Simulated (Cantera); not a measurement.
Source: NASA polynomial tables (part measured, part estimated), evaluated in Cantera. Values are per mole of reaction as written; species without (g) are pure solids or liquids, kept so even where they would boil at 1 bar.

H₂O₂(g) ⇌ 2 O(g) + H₂(g)

```csv
T (K),ΔH° (kJ),ΔS° (J/K),ΔG° (kJ),log10 K
950,646.7,242.0,416.8,-22.92
975,(withheld),(withheld),(withheld),(withheld)
1000,647.2,242.5,404.7,-21.14
1025,(withheld),(withheld),(withheld),(withheld)
1050,(withheld),(withheld),(withheld),(withheld)
1075,647.9,243.1,386.5,-18.78
```

### Question
What belongs in the gaps?

### Answer

- 975, ΔH° (kJ): 647.0
- 975, ΔS° (J/K): 242.2
- 975, ΔG° (kJ): 410.8
- 975, log10 K: -22.01
- 1025, ΔH° (kJ): 647.4
- 1025, ΔS° (J/K): 242.7
- 1025, ΔG° (kJ): 398.7
- 1025, log10 K: -20.32
- 1050, ΔH° (kJ): 647.7
- 1050, ΔS° (J/K): 242.9
- 1050, ΔG° (kJ): 392.6
- 1050, log10 K: -19.53
